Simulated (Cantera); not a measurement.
## N2O furnace oxynitridation

An isothermal, constant-pressure homogeneous reactor starts with N₂O : H₂O = 1 : 0.0052 (molar parts), at 1298 K and 7.35 Torr.

Computed with Cantera and GRI-Mech 3.0 (53 species, 325 reactions). GRI-Mech 3.0 was tuned for natural gas; its chemistry of N2O as a main component is partial and can be far from experiment. Radical loss at walls, strong at low pressure, is not modelled. The mechanism lacks the step 2 NO + O2 → 2 NO2, which can matter for NO2 below about 1400 K. The temperature is held fixed by assumption; the heat of reaction is taken as removed at once.

| t (s) | x N₂O | x H₂O | x O₂ | x N₂ | x H₂ |
|---|---|---|---|---|---|
| 2.00e-5 | 0.995 | 0.00517 | 6.50e-9 | 3.50e-7 | <1e-12 |
| 6.19e-5 | 0.995 | 0.00517 | 6.02e-8 | 1.12e-6 | <1e-12 |
| 0.000192 | 0.995 | 0.00517 | 5.25e-7 | 3.81e-6 | <1e-12 |
| 0.000593 | 0.995 | 0.00517 | 3.87e-6 | 1.40e-5 | <1e-12 |
| 0.00184 | 0.995 | 0.00517 | 2.03e-5 | 5.18e-5 | 2.25e-12 |
| 0.00568 | 0.995 | 0.00517 | 7.61e-5 | 0.000174 | 6.75e-11 |
| 0.0176 | 0.994 | 0.00517 | 0.000249 | 0.000552 | 1.25e-9 |
| 0.0545 | 0.992 | 0.00516 | 0.000785 | 0.00173 | 8.93e-9 |
| 0.169 | 0.986 | 0.00515 | 0.00244 | 0.00536 | 2.83e-8 |
| 0.522 | 0.968 | 0.00512 | 0.00752 | 0.0165 | 3.62e-8 |
| 1.62 | 0.916 | 0.00503 | 0.0225 | 0.0490 | 2.42e-8 |
| 5.00 | 0.776 | 0.00479 | 0.0628 | 0.136 | 2.11e-8 |
x: mole fraction; the columns are a selection and need not sum to one.

Equilibrium at this temperature and pressure: N₂O 2.73e-9, H₂O 0.00345, O₂ 0.332, N₂ 0.664, H₂ 5.10e-9 (gas phase only).
